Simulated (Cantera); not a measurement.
Input: 1 mol SiH2Cl2, 1.7 mol N2, 49 mol H2, at 2075 K.

Cantera equilibrium calculation (NASA polynomials, part measured and part estimated; ideal gas, pure solids and liquids). Candidate condensed phases: NH4Cl, Si, Si3N4; 28 gas species. The tables' values for SiCl, SiN, SiCl3 are old estimates; treat these amounts as uncertain. Gases not in the tables: Si2H6 and higher silanes. Rates play no part.

x: gas mole fraction; n: condensed amount in mol.

```json
[
 {"P (Pa)": "5", "x H2": "0.628", "x H": "0.298", "x HCl": "0.0233", "x N2": "0.0268", "x Si": "0.0156", "x Cl": "?", "n Si(l)": "0"},
 {"P (Pa)": "26", "x H2": "0.774", "x H": "0.145", "x HCl": "0.0299", "x N2": "0.0293", "x Si": "0.0168", "x Cl": "?", "n Si(l)": "0"},
 {"P (Pa)": "140", "x H2": "0.851", "x H": "0.0657", "x HCl": "0.0325", "x N2": "0.0306", "x Si": "0.0165", "x Cl": "?", "n Si(l)": "0"},
 {"P (Pa)": "710", "x H2": "0.889", "x H": "0.0298", "x HCl": "0.0307", "x N2": "0.0312", "x Si": "0.0140", "x Cl": "?", "n Si(l)": "0"},
 {"P (Pa)": "3700", "x H2": "0.916", "x H": "0.0133", "x HCl": "0.0320", "x N2": "0.0319", "x Si": "0.00275", "x Cl": "?", "n Si(l)": "0.671"},
 {"P (Pa)": "19000", "x H2": "0.926", "x H": "0.00588", "x HCl": "0.0325", "x N2": "0.0321", "x Si": "0.000536", "x Cl": "?", "n Si(l)": "0.813"},
 {"P (Pa)": "100000", "x H2": "0.930", "x H": "0.00257", "x HCl": "0.0327", "x N2": "0.0322", "x Si": "0.000102", "x Cl": "?", "n Si(l)": "0.845"}
]
```

Problem. Fill in the missing entries.

Solution. 
- 5, x Cl: 0.00817
- 26, x Cl: 0.00415
- 140, x Cl: 0.00185
- 710, x Cl: 0.000759
- 3700, x Cl: 0.000341
- 19000, x Cl: 0.000152
- 100000, x Cl: 6.66e-5
